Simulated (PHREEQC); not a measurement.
Dissolve 0.008 mol/kgw PbCl2 at 25 °C. Closed to the air; pH follows from the charge balance.

Model: ion-association model, phreeqc.dat, run in PHREEQC.

This is a speciation only: nothing precipitates in the calculation.

Q: What pH, ionic strength does the model give?

A: pH 5.04; ionic strength 0.0200 mol/kgw.

Q: In which forms is Pb present?

A: Pb+2 75 %, PbCl+ 24 % of the Pb.

Complexes and solids missing from the database can't appear.
